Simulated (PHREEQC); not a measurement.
A solution holds 0.02 mol NaOH and 0.096 mol H3BO3 per kg of water, at 25 °C. Closed to the air; pH follows from the charge balance.

Computed with PHREEQC (Pitzer model, pitzer.dat).

Precipitation was switched off in this run.

Task: Predict the pH, osmotic coefficient, ionic strength.

Result: pH 8.53; osmotic coefficient 0.977; ionic strength 0.0203 mol/kgw.

Task: In which forms is B present?

Result: B(OH)3 70 %, B(OH)4- 16 %, B3O3(OH)4- 12 %, B4O5(OH)4-2 1.4 % of the B.
